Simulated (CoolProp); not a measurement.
Acetone along the isobar 26 bar: fugacity coefficient from the reference equation and from simpler models built on Tc = 508.1 K, pc = 46.92 bar, ω = 0.307; each cubic takes its own stable root.

The numbers come from the reference Helmholtz-energy equation of state, Lemmon 2006 in CoolProp. It is a short technical equation, of lower accuracy than the large ones.

```csv
T (K),phase,reference,van der Waals,Redlich-Kwong,Soave-Redlich-Kwong,Peng-Robinson
432.4,liquid,0.4320,0.7190,0.5600,0.4645,0.4516
440.8,liquid,0.4910,0.7647,0.6181,0.5276,0.5129
449.2,liquid,0.5538,0.7773,0.6779,0.5944,0.5778
457.6,liquid,0.6202,0.7876,0.7387,0.6642,0.6457
466,liquid,0.6898,0.7971,0.7628,0.7363,0.7160
474.4,gas,0.7309,0.8060,0.7751,0.7665,0.7498
482.8,gas,0.7487,0.8143,0.7866,0.7804,0.7637
491.2,gas,0.7645,0.8221,0.7972,0.7933,0.7766
499.6,gas,0.7789,0.8295,0.8072,0.8053,0.7886
508,gas,0.7919,0.8364,0.8164,0.8164,0.7998
516.4,gas,0.8039,0.8430,0.8251,0.8268,0.8103
524.8,gas,0.8148,0.8492,0.8332,0.8365,0.8201
533.2,gas,0.8250,0.8551,0.8409,0.8456,0.8293
541.6,gas,0.8343,0.8607,0.8481,0.8541,0.8379
550,gas,0.8430,0.8659,0.8549,0.8621,0.8461
```

At some of these states van der Waals, Redlich-Kwong gives the other phase, because its saturation line lies elsewhere.
